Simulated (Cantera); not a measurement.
A perfectly stirred reactor is fed with 2.95 % H2, 66.9 % O2, 30.1 % N2, equivalence ratio 0.022, at 0.0230 bar; it is held at 900 K, and followed from long to short residence time.

Model: the H2/O2 subset of GRI-Mech 3.0, which has no nitrogen chemistry, integrated in Cantera. Radical loss at walls, strong at low pressure, is not modelled. Below about 950 K walls govern HO2 and H2O2 in real vessels.

Predict: x(H2) at τ = 2.40 s; x(O2) at τ = 2.40 s; x(H2O) at τ = 2.40 s; x(H) at τ = 2.40 s; x(HO2) at τ = 2.40 s; x(H2) at τ = 97.0 ms; x(O2) at τ = 97.0 ms; x(H2O) at τ = 97.0 ms; x(H) at τ = 97.0 ms; x(HO2) at τ = 97.0 ms.


* **x(H2) at τ = 2.40 s**: 0.000458
* **x(O2) at τ = 2.40 s**: 0.664
* **x(H2O) at τ = 2.40 s**: 0.0294
* **x(H) at τ = 2.40 s**: 1.46e-5
* **x(HO2) at τ = 2.40 s**: 3.09e-6
* **x(H2) at τ = 97.0 ms**: 0.00249
* **x(O2) at τ = 97.0 ms**: 0.664
* **x(H2O) at τ = 97.0 ms**: 0.0270
* **x(H) at τ = 97.0 ms**: 0.000325
* **x(HO2) at τ = 97.0 ms**: 7.97e-6
